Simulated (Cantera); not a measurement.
A perfectly stirred reactor is fed with NO : N₂ = 1 : 0.38 (molar parts), at 1.00 bar; it is held at 1523 K, and followed from long to short residence time.

Computed with Cantera and GRI-Mech 3.0 (53 species, 325 reactions).

x: mole fraction; the columns are a selection and need not sum to one.

| τ (s) | x NO | x N₂O | x O | x O₂ | x N₂ |
|---|---|---|---|---|---|
| 25 | 0.541 | 9.90e-5 | 1.71e-6 | 0.0903 | 0.367 |
| 4.9 | 0.670 | [?] | [?] | [?] | 0.303 |
| 0.97 | 0.712 | 0.000169 | 5.66e-7 | 0.00562 | 0.281 |
| 0.19 | 0.722 | 0.000156 | 3.82e-7 | 0.000906 | 0.277 |
| 0.037 | 0.724 | [?] | [?] | [?] | 0.276 |
| 0.0073 | 0.725 | 3.74e-5 | 8.73e-8 | 1.19e-6 | 0.275 |
| 0.0014 | 0.725 | 8.62e-6 | 4.97e-8 | 2.57e-8 | 0.275 |
| 0.00028 | 0.725 | 1.79e-6 | 4.22e-8 | 1.34e-9 | 0.275 |

Q: Complete the blanks.

A: 
- 4.9, x N₂O: 0.000152
- 4.9, x O: 9.88e-7
- 4.9, x O₂: 0.0265
- 0.037, x N₂O: 0.000103
- 0.037, x O: 2.26e-7
- 0.037, x O₂: 6.54e-5
